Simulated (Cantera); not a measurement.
An isothermal, constant-pressure homogeneous reactor starts with C₃H₈ : H₂ = 1 : 1.5 (molar parts), at 1525 K and 2670 Pa. Integrator tolerance rtol = 1e-08.

Detailed kinetics in Cantera: GRI-Mech 3.0 (53 species, 325 reactions). GRI-Mech 3.0 was tuned for natural gas; its chemistry of propane as a main component is partial and can be far from experiment. GRI-Mech 3.0 stops at C3 and has no aromatics, soot or wall deposition, so with more carbon than oxygen in the feed, carbon stays in small species such as C2H2 where larger ones or solid carbon would form. Radical loss at walls, strong at low pressure, is not modelled.

Task: What does this change do: pressure from 2670 Pa to 110000 Pa?

Result: 
```csv
quantity,before,after
x(C₃H₈) at 4.00 s,2.45e-9 (gas-phase equilibrium 1.19e-11),3.71e-7 (gas-phase equilibrium 3.71e-7)
x(H₂) at 4.00 s,0.653 (gas-phase equilibrium 0.723),0.600 (gas-phase equilibrium 0.600)
x(CH₃) at 4.00 s,0.000233 (gas-phase equilibrium 1.92e-5),9.14e-5 (gas-phase equilibrium 9.14e-5)
x(C₂H) at 4.00 s,6.63e-8 (gas-phase equilibrium 1.02e-7),1.38e-8 (gas-phase equilibrium 1.38e-8)
x(H) at 4.00 s,7.90e-5 (gas-phase equilibrium 0.000124),1.76e-5 (gas-phase equilibrium 1.76e-5)
x(CH₂) at 4.00 s,2.17e-8 (gas-phase equilibrium 2.82e-9),2.29e-9 (gas-phase equilibrium 2.29e-9)
```

Task: What does this change do: temperature 1525 to 1300 K?

Result: 
```csv
quantity,before,after
x(C₃H₈) at 4.00 s,2.45e-9 (gas-phase equilibrium 1.19e-11),4.45e-8 (gas-phase equilibrium 4.88e-9)
x(H₂) at 4.00 s,0.653 (gas-phase equilibrium 0.723),0.553 (gas-phase equilibrium 0.667)
x(CH₃) at 4.00 s,0.000233 (gas-phase equilibrium 1.92e-5),2.53e-5 (gas-phase equilibrium 1.21e-5)
x(C₂H) at 4.00 s,6.63e-8 (gas-phase equilibrium 1.02e-7),5.16e-10 (gas-phase equilibrium 9.24e-10)
x(H) at 4.00 s,7.90e-5 (gas-phase equilibrium 0.000124),3.54e-6 (gas-phase equilibrium 5.57e-6)
x(CH₂) at 4.00 s,2.17e-8 (gas-phase equilibrium 2.82e-9),9.88e-11 (gas-phase equilibrium 6.18e-11)
```

Task: What does this change do: temperature 1525 to 1148 K?

Result: 
```json
[
 {"quantity": "x(C₃H₈) at 4.00 s", "before": "2.45e-9 (gas-phase equilibrium 1.19e-11)", "after": "5.04e-6 (gas-phase equilibrium 2.48e-7)"},
 {"quantity": "x(H₂) at 4.00 s", "before": "0.653 (gas-phase equilibrium 0.723)", "after": "0.464 (gas-phase equilibrium 0.433)"},
 {"quantity": "x(CH₃) at 4.00 s", "before": "0.000233 (gas-phase equilibrium 1.92e-5)", "after": "9.52e-6 (gas-phase equilibrium 4.55e-6)"},
 {"quantity": "x(C₂H) at 4.00 s", "before": "6.63e-8 (gas-phase equilibrium 1.02e-7)", "after": "8.29e-12 (gas-phase equilibrium 1.10e-11)"},
 {"quantity": "x(H) at 4.00 s", "before": "7.90e-5 (gas-phase equilibrium 0.000124)", "after": "9.37e-7 (gas-phase equilibrium 2.91e-7)"},
 {"quantity": "x(CH₂) at 4.00 s", "before": "2.17e-8 (gas-phase equilibrium 2.82e-9)", "after": "8.54e-12 (gas-phase equilibrium 1.36e-12)"}
]
```
